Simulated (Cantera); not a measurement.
Cantera run:

```python
import numpy as np
import cantera as ct

gas_names = """
    Cr CrO CrO2 CrO3 H HO2 H2 H2O H2O2 O OH O2 O3
""".split()
cond_names = """
    Cr(cr) Cr(L) Cr2O3(s) Cr2O3(L) H2O(s) H2O(L)
""".split()


# ... load() reads the species with a 1 bar reference pressure and builds the phases ...
atoms = {
    'Cr': {'Cr': 1},
    'H2O': {'H': 2, 'O': 1},
}
top_T = {}  # K; cautious upper limits of use, not melting points


# ... equilibrate(T, P, feed) seeds the gas with the atoms and calls Mixture.equilibrate('TP', solver="vcs", rtol=1e-11, max_steps=5000) ...
results = []
T = 1623  # K
P = 1000  # Pa
for m in [1.1, 1.9, 2.6, 3.4, 4.1, 4.9, 5.6, 6.4, 7.2, 7.9, 8.7]:
    feed = {'Cr': 1, 'H2O': m}  # mol
    mix = equilibrate(T, P, feed)
    results.append((T, P, feed, dict(zip(mix.species_names, mix.species_moles))))
    x = sorted(zip(gas.X, gas.species_names), reverse=True)
    print(f"T = {T:g} K  P = {P:g} Pa  n(H2O) = {m:g} mol  gas = {mix.phase_moles(0):.4g} mol")
    print("   x: " + "  ".join(f"{s} {v:.3e}" for v, s in x if v > 0.0001))
    print("   condensed (mol): " + ("  ".join(f"{mix.phase(i).name} {mix.phase_moles(i):.4g}"
          for i in range(1, mix.n_phases) if mix.phase_moles(i) > 1e-12) or "none"))
```

Result:

```
T = 1623 K  P = 1000 Pa  n(H2O) = 1.1 mol  gas = 1.101 mol
   x: H2 9.961e-01  H2O 2.619e-03  H 6.898e-04  Cr 5.793e-04
   condensed (mol): Cr(cr) 0.268  Cr2O3(s) 0.3657
T = 1623 K  P = 1000 Pa  n(H2O) = 1.9 mol  gas = 1.901 mol
   x: H2 7.889e-01  H2O 2.105e-01  H 6.139e-04
   condensed (mol): Cr2O3(s) 0.5
T = 1623 K  P = 1000 Pa  n(H2O) = 2.6 mol  gas = 2.601 mol
   x: H2 5.765e-01  H2O 4.229e-01  H 5.248e-04
   condensed (mol): Cr2O3(s) 0.5
T = 1623 K  P = 1000 Pa  n(H2O) = 3.4 mol  gas = 3.401 mol
   x: H2O 5.587e-01  H2 4.409e-01  H 4.589e-04
   condensed (mol): Cr2O3(s) 0.5
T = 1623 K  P = 1000 Pa  n(H2O) = 4.1 mol  gas = 4.101 mol
   x: H2O 6.340e-01  H2 3.656e-01  H 4.179e-04
   condensed (mol): Cr2O3(s) 0.5
T = 1623 K  P = 1000 Pa  n(H2O) = 4.9 mol  gas = 4.901 mol
   x: H2O 6.937e-01  H2 3.059e-01  H 3.823e-04
   condensed (mol): Cr2O3(s) 0.5
T = 1623 K  P = 1000 Pa  n(H2O) = 5.6 mol  gas = 5.601 mol
   x: H2O 7.320e-01  H2 2.676e-01  H 3.576e-04
   condensed (mol): Cr2O3(s) 0.5
T = 1623 K  P = 1000 Pa  n(H2O) = 6.4 mol  gas = 6.401 mol
   x: H2O 7.654e-01  H2 2.342e-01  H 3.345e-04
   condensed (mol): Cr2O3(s) 0.5
T = 1623 K  P = 1000 Pa  n(H2O) = 7.2 mol  gas = 7.201 mol
   x: H2O 7.915e-01  H2 2.082e-01  H 3.153e-04
   condensed (mol): Cr2O3(s) 0.5
T = 1623 K  P = 1000 Pa  n(H2O) = 7.9 mol  gas = 7.901 mol
   x: H2O 8.099e-01  H2 1.897e-01  H 3.010e-04
   condensed (mol): Cr2O3(s) 0.5
T = 1623 K  P = 1000 Pa  n(H2O) = 8.7 mol  gas = 8.702 mol
   x: H2O 8.274e-01  H2 1.723e-01  H 2.869e-04
   condensed (mol): Cr2O3(s) 0.5
```

These are equilibrium values from Cantera (NASA tables, ideal gas, pure condensed phases), not measurements of a reactor. Mutual solubility and eutectic melting of coexisting phases are not modelled.
